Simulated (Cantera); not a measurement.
# toluene + H2O + N2 (carbon deposition, reforming and gasification)

Charge: 1 mol toluene, 0.94 mol H2O, 0.53 mol N2, equilibrated at 110 Pa.

Method: chemical equilibrium by Gibbs-energy minimisation in Cantera with the NASA 1993 tables (ideal gas, pure condensed phases). Candidate condensed phases: C, C6H6, C7H8, C8H18, H2O; 136 gas species. Equilibrium is a limit: real reactors are often held back by kinetics, nucleation or transport.

From 1848 K to 2748 K the condensed part is C(graphite). The main C-bearing gas is CO throughout. The share of C in condensed phases is highest at 1848 K (86.4 %) and lowest at 2748 K (75.2 %).

```
T (K)   x H2     x H    x CO    x N2      x C3    x HCN      x CN  x C2H2 (acetylene)  n C(graphite)
-----  -----  ------  ------  ------  --------  -------  --------  ------------------  -------------
1848   0.757  0.0139   0.146  0.0811  4.34e-10  0.00191   5.65e-7            0.000195           6.04
1948   0.743  0.0294   0.144  0.0799   6.76e-9  0.00291   2.40e-6            0.000400           6.03
2048   0.717  0.0572   0.142  0.0781   7.99e-8  0.00420   8.77e-6            0.000752           6.02
2148   0.675   0.103   0.139  0.0753   7.46e-7  0.00572   2.82e-5             0.00129           6.00
2248   0.611   0.173   0.134  0.0715   5.68e-6  0.00734   8.08e-5             0.00202           5.97
2348   0.524   0.270   0.127  0.0666   3.62e-5  0.00882  0.000209             0.00286           5.94
2448   0.418   0.388   0.118  0.0609  0.000198  0.00988  0.000493             0.00361           5.90
2548   0.304   0.514   0.109  0.0549  0.000940   0.0103   0.00108             0.00401           5.84
2648   0.200   0.627  0.0996  0.0494   0.00396  0.00998   0.00220             0.00389           5.70
2748   0.119   0.705  0.0915  0.0443    0.0150  0.00901   0.00425             0.00332           5.26
```
x: gas mole fraction; n: condensed amount in mol.
